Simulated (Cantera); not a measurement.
# Pyrogenic steam for wet oxidation

An isothermal, constant-pressure homogeneous reactor starts with H2 : O2 : N2 = 0.32 : 1 : 77 (molar parts), at 900 K and 0.987 atm.

Model: the H2/O2 subset of GRI-Mech 3.0, which has no nitrogen chemistry, integrated in Cantera. Below about 950 K walls govern HO2 and H2O2 in real vessels.

```csv
t (s),x H2,x O2,x H2O,x OH,x H2O2,x HO2
0.000100,0.00409,0.0128,<1e-12,<1e-12,<1e-12,<1e-12
0.000528,0.00409,0.0128,<1e-12,<1e-12,<1e-12,2.01e-12
0.00278,0.00409,0.0128,4.79e-12,<1e-12,<1e-12,1.44e-11
0.0147,0.00409,0.0128,3.01e-11,<1e-12,<1e-12,8.28e-11
0.0775,0.00409,0.0128,1.91e-10,<1e-12,1.16e-11,4.70e-10
0.409,0.00409,0.0128,3.03e-9,<1e-12,2.69e-10,4.46e-9
2.16,0.00399,0.0127,8.72e-5,1.11e-8,9.08e-6,3.37e-6
11.4,0.000232,0.0109,0.00386,1.47e-8,1.26e-6,1.03e-6
60.0,1.15e-5,0.0108,0.00408,2.14e-9,9.77e-9,8.92e-8
```
x: mole fraction; the columns are a selection and need not sum to one.

Equilibrium at this temperature and pressure: H2 <1e-12, O2 0.0107, H2O 0.00409, OH 1.27e-9, H2O2 <1e-12, HO2 3.43e-12 (gas phase only).
